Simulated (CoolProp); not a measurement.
Vapour-liquid equilibrium of propane (1) + sulfur dioxide (2) at 38.15 °C; x and y are mole fractions of (1).

Computed with CoolProp (multi-fluid Helmholtz-energy mixture model, Lemmon 2009 and Gao 2016; pair parameters Bell 2016).

```tsv
x	bubble pressure, mixture model (bar)	bubble pressure, Raoult's law (bar)	y, mixture model	y, Raoult's law
0.05	9.756	6.319	…	0.104
0.15	13.31	7.035	0.556	0.280
0.25	14.38	7.750	0.596	0.423
0.35	14.71	8.466	0.611	0.542
0.45	14.91	9.182	0.622	0.643
0.55	…	9.898	0.641	0.729
0.65	15.23	10.61	…	0.803
0.75	…	11.33	0.720	0.868
0.85	14.81	12.04	0.795	0.926
0.95	13.87	12.76	0.914	0.977
```

Q: Fill in the missing entries.

A: 
- 0.05, y, mixture model: 0.384
- 0.55, bubble pressure, mixture model (bar): 15.09
- 0.65, y, mixture model: 0.671
- 0.75, bubble pressure, mixture model (bar): 15.19

The largest gap from Raoult's law is +89.2 % in bubble pressure, at x = 0.15. y crosses x between x = 0.65 and 0.75: the model has an azeotrope there.

Pair parameters are fitted to limited data, so mixtures are less certain than the pure fluids. With so large a gap from Raoult's law the liquid may split in two, which this calculation doesn't test in full.
